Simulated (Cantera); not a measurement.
An isothermal, constant-pressure homogeneous reactor starts with CH4 : H2 : N2 = 0.026 : 1 : 0.013 (molar parts), at 2625 K and 90.0 Torr. Integrator tolerance rtol = 1e-08.

Model: GRI-Mech 3.0 (53 species, 325 reactions), integrated in Cantera. GRI-Mech 3.0 stops at C3 and has no aromatics, soot or wall deposition, so with more carbon than oxygen in the feed, carbon stays in small species such as C2H2 where larger ones or solid carbon would form.

What does this change do: temperature 2625 to 1350 K?


```json
[
 {"quantity": "x(CH4) at 5.00 s", "before": "8.41e-6 (gas-phase equilibrium 7.90e-6)", "after": "0.0249 (gas-phase equilibrium 0.0204)"},
 {"quantity": "x(H2) at 5.00 s", "before": "0.862 (gas-phase equilibrium 0.862)", "after": "0.963 (gas-phase equilibrium 0.965)"},
 {"quantity": "x(C2H2) at 5.00 s", "before": "0.00944 (gas-phase equilibrium 0.00791)", "after": "4.91e-5 (gas-phase equilibrium 0.00123)"},
 {"quantity": "x(CH3) at 5.00 s", "before": "1.94e-5 (gas-phase equilibrium 1.82e-5)", "after": "3.16e-6 (gas-phase equilibrium 2.86e-6)"},
 {"quantity": "x(C2H6) at 5.00 s", "before": "3.17e-12 (gas-phase equilibrium 2.79e-12)", "after": "3.99e-7 (gas-phase equilibrium 7.58e-7)"},
 {"quantity": "x(HCN) at 5.00 s", "before": "0.00383 (gas-phase equilibrium 0.00691)", "after": "<1e-12 (gas-phase equilibrium 0.00162)"}
]
```

What does this change do: temperature 2625 to 2950 K?


```csv
quantity,before,after
x(CH4) at 5.00 s,8.41e-6 (gas-phase equilibrium 7.90e-6),1.81e-6 (gas-phase equilibrium 1.82e-6)
x(H2) at 5.00 s,0.862 (gas-phase equilibrium 0.862),0.660 (gas-phase equilibrium 0.660)
x(C2H2) at 5.00 s,0.00944 (gas-phase equilibrium 0.00791),0.00645 (gas-phase equilibrium 0.00640)
x(CH3) at 5.00 s,1.94e-5 (gas-phase equilibrium 1.82e-5),1.40e-5 (gas-phase equilibrium 1.41e-5)
x(C2H6) at 5.00 s,3.17e-12 (gas-phase equilibrium 2.79e-12),<1e-12 (gas-phase equilibrium <1e-12)
x(HCN) at 5.00 s,0.00383 (gas-phase equilibrium 0.00691),0.00620 (gas-phase equilibrium 0.00629)
```

What does this change do: 0.0073 parts H2O added?


```csv
quantity,before,after
x(CH4) at 5.00 s,8.41e-6 (gas-phase equilibrium 7.90e-6),6.90e-6 (gas-phase equilibrium 6.37e-6)
x(H2) at 5.00 s,0.862 (gas-phase equilibrium 0.862),0.860 (gas-phase equilibrium 0.860)
x(C2H2) at 5.00 s,0.00944 (gas-phase equilibrium 0.00791),0.00645 (gas-phase equilibrium 0.00519)
x(CH3) at 5.00 s,1.94e-5 (gas-phase equilibrium 1.82e-5),1.59e-5 (gas-phase equilibrium 1.47e-5)
x(C2H6) at 5.00 s,3.17e-12 (gas-phase equilibrium 2.79e-12),2.14e-12 (gas-phase equilibrium 1.82e-12)
x(HCN) at 5.00 s,0.00383 (gas-phase equilibrium 0.00691),0.00321 (gas-phase equilibrium 0.00574)
```
